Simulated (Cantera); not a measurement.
Charge: 1 mol AlCl₃, 2 mol N₂O, 380 mol N₂, at 13.0 Pa.

Method: chemical equilibrium by Gibbs-energy minimisation in Cantera with the NASA 1993 tables (ideal gas, pure condensed phases). Candidate condensed phases: Al, AlCl₃, AlN, Al₂O₃; 24 gas species. Condensed phases not in the tables: AlOCl. The numbers say what is thermodynamically allowed, not how fast it happens.

x: gas mole fraction; n: condensed amount in mol.

```
T (K)   x N₂      x Cl       x Cl₂        x O₂  n Al₂O₃(s)
-----  -----  --------  ----------  ----------  ----------
750    0.995   1.49e-5     0.00390    0.000651       0.500
950    0.995  0.000912     0.00345    0.000651       0.500
1150   0.992   0.00638    0.000705    0.000645       0.500
1350   0.992   0.00774  (withheld)    0.000632       0.500
1550   0.992   0.00778     1.20e-6    0.000594       0.500
1750   0.991   0.00779  (withheld)  (withheld)       0.500
1950   0.991   0.00777     2.13e-8    0.000231       0.497
```

Q: Some entries are withheld; supply them.

A: 
- 1350, x Cl₂: 2.15e-5
- 1750, x Cl₂: 1.28e-7
- 1750, x O₂: 0.000483
